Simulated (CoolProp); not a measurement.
Vapour-liquid equilibrium of n-heptane (1) + o-xylene (2) at 447.8 K; x and y are mole fractions of (1).

The numbers come from the multi-fluid Helmholtz-energy mixture model, Span 2003 and Zhou 2012; pair parameters Bell 2016 in CoolProp.

```csv
x,bubble pressure (kPa),y at the bubble point,dew pressure at overall composition x (kPa),liquid density (mol/L)
0.05,239.2,0.148,220.6,6.870
0.125,277.0,0.310,234.6,6.735
0.2,312.1,0.428,250.3,6.602
0.275,344.8,0.520,268.1,6.472
0.35,375.8,0.595,288.2,6.343
0.425,405.4,0.658,311.1,6.216
0.5,434.0,0.714,337.3,6.092
0.575,462.0,0.764,367.3,5.969
0.65,489.5,0.810,401.4,5.848
0.725,516.8,0.853,440.1,5.728
0.8,544.2,0.894,483.5,5.611
0.875,571.7,0.935,531.1,5.495
0.95,599.6,0.974,582.5,5.380
```

No azeotrope shows between x = 0.05 and 0.95.

The pair parameters rest on a limited set of measurements; away from them the model extrapolates.
